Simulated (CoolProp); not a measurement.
R404A at 293.15 K and 4.11 MPa flows at 11 m/s in a round tube of 2 mm bore and 1.5 µm roughness, fully developed (64/Re and Nu = 3.66 if laminar; Colebrook and Gnielinski if turbulent). Each further row changes one setting.

Computed with CoolProp (reference Helmholtz-energy equation of state, Lemmon 2003). It is a pseudo-pure fit of the blend.

```tsv
case	Reynolds number	Darcy friction factor	pressure drop (Pa/m)	heat-transfer coefficient (W/(m² K))	mass flow (kg/h)
as stated	164000	0.0203	672000	?	136
velocity 22 m/s	328000	0.0194	2570000	50700	272
diameter 4 mm	328000	?	287000	?	?
```

**Question.** Complete the blanks.

**Answer.** 
- as stated, heat-transfer coefficient (W/(m² K)): 26200
- diameter 4 mm, Darcy friction factor: 0.0173
- diameter 4 mm, heat-transfer coefficient (W/(m² K)): 23100
- diameter 4 mm, mass flow (kg/h): 545

Viscosity comes from a separate model (Geller 2000). Thermal conductivity comes from a separate model (Geller 2001).
